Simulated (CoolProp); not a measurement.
Vapour-liquid equilibrium of acetone (1) + benzene (2) at 8.15 bar; x and y are mole fractions of (1).

The numbers come from the multi-fluid Helmholtz-energy mixture model, Lemmon 2006 and Thol 2012; pair parameters Bell 2016 in CoolProp.

| x | bubble temperature, mixture model (°C) | bubble temperature, Raoult's law (°C) | y, mixture model | y, Raoult's law |
|---|---|---|---|---|
| 0.05 | 163.8 | 164.8 | 0.098 | 0.093 |
| 0.2 | 155.7 | 158.1 | 0.327 | 0.328 |
| 0.35 | 149.6 | 152.3 | 0.496 | 0.513 |
| 0.5 | 144.8 | 147.2 | 0.632 | 0.663 |
| 0.65 | 140.8 | 142.6 | 0.750 | 0.786 |
| 0.8 | 137.4 | 138.4 | 0.860 | 0.888 |
| 0.95 | 134.4 | 134.7 | 0.965 | 0.974 |

The largest gap from Raoult's law is -2.7 K in bubble temperature, at x = 0.35. No azeotrope shows between x = 0.05 and 0.95.

The pair parameters rest on a limited set of measurements; away from them the model extrapolates.
